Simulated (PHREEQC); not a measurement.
## Brine: speciation

A solution holds 5.5 mol KOH, 0.0076 mol H3BO3 and 0.18 mol NaCl per kg of water, at 25 °C. Closed to the air; pH follows from the charge balance.

All values are PHREEQC results (Pitzer model, pitzer.dat), not measurements.

- pH = 15.47
- ionic strength = 5.68 mol/kgw
- activity of water = 0.721
- density = 1.204 g/cm³
- osmotic coefficient = 1.599
- total alkalinity = 5500 meq/kg

```
species  molality  activity   log γ
-------  --------  --------  ------
K+           5.50      5.38  -0.010
OH-          5.49      21.5   0.593
Cl-         0.180     0.109  -0.218
Na+         0.180    0.0924  -0.290
B(OH)4-   0.00760   0.00749  -0.006
B(OH)3    2.86e-8   6.11e-9  -0.670
```

No solid was allowed to form. In brines, pH and single-ion activities rest on the MacInnes convention.
